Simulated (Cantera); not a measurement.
Feed: 1 mol CuO, 0.57 mol F₂, held at 750 K and 32.0 Pa.

Method: chemical equilibrium by Gibbs-energy minimisation in Cantera with the NASA 1993 tables (ideal gas, pure condensed phases). Candidate condensed phases: Cu, CuF₂, CuO, Cu₂O; 13 gas species. Rates play no part.

Base state: O₂ 1.000 (mole fractions); condensed: CuF₂(s) + CuO(s).

Q: What changes in the equilibrium state with this change: F₂ from 0.57 to 6.9 mol?

A: 
```
species       before   after
------------  ------  ------
F₂             <1e-9   0.751
F              <1e-9   0.178
O₂             1.000  0.0712
CuF₂(s), mol   0.570   1.000
CuO(s), mol    0.430       0
```
